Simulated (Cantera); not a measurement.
A freely propagating, adiabatic, planar premixed flame of 54.9 % H2, 9.45 % O2, 35.6 % N2, equivalence ratio 2.9, unburnt at 525 K and 1.01 bar; mixture-averaged transport, grid criteria slope 0.08 and curve 0.16, no radiation.

Detailed kinetics in Cantera: the H2/O2 subset of GRI-Mech 3.0, which has no nitrogen chemistry. Burning velocities carry a grid error of a few per cent, more on coarse grids.

### Question
Predict: laminar burning velocity; thermal thickness; peak x(H); peak x(HO2); peak x(O).

### Answer
```
Item                         Value
------------------------  --------
laminar burning velocity  616 cm/s
thermal thickness         0.453 mm
peak x(H)                   0.0682
peak x(HO2)               0.000269
peak x(O)                  0.00162
```
